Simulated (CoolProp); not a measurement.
Vapour-liquid equilibrium of hydrogen sulfide (1) + propane (2) at 9.64 bar; x and y are mole fractions of (1).

The numbers come from the multi-fluid Helmholtz-energy mixture model, Lemmon 2006 and Lemmon 2009; pair parameters Kunz 2012 in CoolProp.

```tsv
x	bubble temperature, mixture model (K)	bubble temperature, Raoult's law (K)	y, mixture model	y, Raoult's law
0.05	292.6	296.5	0.160	0.100
0.125	285.7	293.5	0.333	0.233
0.2	280.8	290.8	0.450	0.348
0.275	277.3	288.3	0.531	0.448
0.35	274.7	285.9	0.591	0.536
0.425	272.9	283.8	0.637	0.614
0.5	271.6	281.7	0.675	0.683
0.575	270.6	279.8	0.709	0.745
0.65	269.9	278.0	0.740	0.801
0.725	269.4	276.3	0.773	0.851
0.8	269.2	274.7	0.810	0.897
0.875	269.2	273.2	0.859	0.938
0.95	269.9	271.8	0.930	0.976
```

The largest gap from Raoult's law is -11.2 K in bubble temperature, at x = 0.35. y crosses x between x = 0.8 and 0.875: the model has an azeotrope there.

Pair parameters are fitted to limited data, so mixtures are less certain than the pure fluids.
